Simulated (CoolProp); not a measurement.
CH3F (R41) at 298.15 K and 0.844 MPa is compressed adiabatically to 1.88 MPa with isentropic efficiency 0.8. Each further row changes one setting.

Model: reference Helmholtz-energy equation of state, Lemmon 2006, in CoolProp. It is a short technical equation, of lower accuracy than the large ones.

```csv
case,work (kJ/kg),final temperature (K),final density (kg/m³)
as stated,73.5,367.0,22.8
efficiency 1,58.8,356.4,23.7
efficiency 0.65,90.5,379.2,21.8
```
